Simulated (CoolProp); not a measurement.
Vapour-liquid equilibrium of toluene (1) + m-xylene (2) at 2.35 bar; x and y are mole fractions of (1).

The numbers come from the multi-fluid Helmholtz-energy mixture model, Lemmon 2006 and Zhou 2012; pair parameters Bell 2016 in CoolProp.

```tsv
x	bubble temperature, mixture model (°C)	bubble temperature, Raoult's law (°C)	y, mixture model	y, Raoult's law
0.05	171.3	171.4	0.091	0.093
0.15	167.2	167.5	0.255	0.257
0.25	163.3	163.9	0.395	0.397
0.35	159.7	160.5	0.515	0.517
0.45	156.4	157.4	0.617	0.622
0.55	153.4	154.4	0.704	0.712
0.65	150.8	151.7	0.781	0.791
0.75	148.4	149.1	0.849	0.860
0.85	146.1	146.6	0.911	0.921
0.95	144.1	144.3	0.971	0.975
```

The largest gap from Raoult's law is -1.0 K in bubble temperature, at x = 0.55. No azeotrope shows between x = 0.05 and 0.95.

The pair parameters rest on a limited set of measurements; away from them the model extrapolates.
